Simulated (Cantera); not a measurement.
A perfectly stirred reactor is fed with CO : H₂ : CH₄ : O₂ : N₂ = 1 : 0.05 : 0.051 : 0.627 : 2.36 (molar parts), at 0.730 bar; it is adiabatic with a 423 K inlet, and is followed from long to short residence time, starting on the burning branch (τ in s: 0.19, 0.069, 0.025, 0.0091, 0.0033, 0.0012, 0.00044, 0.00016, 5.8e-05, 2.1e-05, 7.6e-06).

Cantera simulation using GRI-Mech 3.0 (53 species, 325 reactions); the numbers are that mechanism's predictions, not measurements.

### Question
Predict: blow-out, bracketed by the residence times tried; x(CO) at τ = 0.190 s; x(H₂) at τ = 0.190 s; x(CH₄) at τ = 0.190 s; x(H) at τ = 0.190 s; x(CO₂) at τ = 0.190 s; x(CO) at τ = 1.20 ms; x(H₂) at τ = 1.20 ms; x(CH₄) at τ = 1.20 ms; x(H) at τ = 1.20 ms; x(CO₂) at τ = 1.20 ms.

### Answer
```
Property                                                                       Result
------------------------------------------------  -----------------------------------
blow-out, bracketed by the residence times tried  burning at 0.160 ms, out at 58.0 µs
x(CO) at τ = 0.190 s                                                           0.0457
x(H₂) at τ = 0.190 s                                                          0.00124
x(CH₄) at τ = 0.190 s                                                         2.14e-7
x(H) at τ = 0.190 s                                                          0.000723
x(CO₂) at τ = 0.190 s                                                           0.242
x(CO) at τ = 1.20 ms                                                           0.0973
x(H₂) at τ = 1.20 ms                                                          0.00353
x(CH₄) at τ = 1.20 ms                                                         1.19e-5
x(H) at τ = 1.20 ms                                                           0.00957
x(CO₂) at τ = 1.20 ms                                                           0.178
```
